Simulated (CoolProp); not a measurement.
R152A at 341.63 K and 1.34 MPa is compressed adiabatically to 5.27 MPa with isentropic efficiency 0.9. Each further row changes one setting.

Computed with CoolProp (reference Helmholtz-energy equation of state, Outcalt 1996). It is a modified Benedict-Webb-Rubin equation, recast in Helmholtz form.

```tsv
case	work (kJ/kg)	final temperature (K)	final density (kg/m³)
as stated	51.5	___	158
efficiency 1	___	___	___
efficiency 0.65	___	___	___
```

### Question
What belongs in the gaps?

### Answer

- as stated, final temperature (K): 424.1
- efficiency 1, work (kJ/kg): 46.4
- efficiency 1, final temperature (K): 421.8
- efficiency 1, final density (kg/m³): 162
- efficiency 0.65, work (kJ/kg): 71.3
- efficiency 0.65, final temperature (K): 433.4
- efficiency 0.65, final density (kg/m³): 145
